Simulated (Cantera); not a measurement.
Charge: 1 mol MgSO4, 0.042 mol C, 0.027 mol H2O, held at 760000 Pa.

Cantera equilibrium calculation (NASA polynomials, part measured and part estimated; ideal gas, pure solids and liquids). Candidate condensed phases: C, C6H6, C7H8, C8H18, H2O, H2SO4, Mg, MgCO3, MgO, Mg(OH)2, MgS, MgSO4, S; 130 gas species. Mutual solubility and eutectic melting of coexisting phases are not modelled. Equilibrium is a limit: real reactors are often held back by kinetics, nucleation or transport. All values below are at 1348 K.

Base state: SO2 0.547, CO2 0.273, H2O 0.176, SO3 0.00323, O2 0.000579 (mole fractions); condensed: MgO(s) + MgSO4(s).

Problem. What changes in the equilibrium state with this change: pressure from 760000 Pa to 100000 Pa?

Solution. 
| species | before | after |
|---|---|---|
| SO2 | 0.547 | 0.608 |
| O2 | 0.000579 | 0.206 |
| CO2 | 0.273 | 0.0981 |
| H2O | 0.176 | 0.0631 |
| SO3 | 0.00323 | 0.0245 |
| OH | 3.28e-6 | 1.42e-5 |
| MgO(s), mol | 0.0847 | 0.271 |
| MgSO4(s), mol | 0.915 | 0.729 |
